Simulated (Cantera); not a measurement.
A perfectly stirred reactor is fed with C₂H₆ : N₂ = 1 : 2.2 (molar parts), at 320 Pa; it is held at 1723 K, and followed from long to short residence time.

Computed with Cantera and GRI-Mech 3.0 (53 species, 325 reactions). GRI-Mech 3.0 stops at C3 and has no aromatics, soot or wall deposition, so with more carbon than oxygen in the feed, carbon stays in small species such as C2H2 where larger ones or solid carbon would form. Radical loss at walls, strong at low pressure, is not modelled.

| quantity | before | after |
|---|---|---|
| x(C₂H₆) at τ = 0.570 s | 0.000336 | 0.000121 |
| x(C₂H) at τ = 0.570 s | 6.21e-6 | 3.21e-6 |
| x(C₂H₄) at τ = 0.570 s | 0.00202 | 0.000661 |
| x(H) at τ = 0.570 s | 0.00190 | 0.000996 |
| x(C₂H₂) at τ = 0.570 s | 0.177 | 0.0430 |
| x(C₂H₆) at τ = 16.0 ms | 0.0105 | 0.00352 |
| x(C₂H) at τ = 16.0 ms | 7.61e-6 | 3.66e-6 |
| x(C₂H₄) at τ = 16.0 ms | 0.0329 | 0.00966 |
| x(H) at τ = 16.0 ms | 0.00228 | 0.00124 |
| x(C₂H₂) at τ = 16.0 ms | 0.117 | 0.0240 |

Problem. Which change was made?
A. C2H6 1 to 0.24 parts
B. N2 2.2 to 18 parts
C. N2 2.2 to 0.68 parts
D. pressure from 320 Pa to 970 Pa

Solution. B, N2 2.2 to 18 parts
